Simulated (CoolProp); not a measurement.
Vapour-liquid equilibrium of carbon dioxide (1) + R134a (2) at -33.85 °C; x and y are mole fractions of (1).

Computed with CoolProp (multi-fluid Helmholtz-energy mixture model, Span 1996 and Tillner-Roth 1994; pair parameters Bell 2016).

### Question
Give the bubble pressure and the first vapour's composition at x = 0.05, 0.5, 0.65. Is there an azeotrope?

### Answer
x = 0.05: 1.168 bar, y = 0.421; x = 0.5: 6.497 bar, y = 0.937; x = 0.65: 8.260 bar, y = 0.962. No azeotrope shows between x = 0.05 and 0.95.

The pair parameters rest on a limited set of measurements; away from them the model extrapolates.
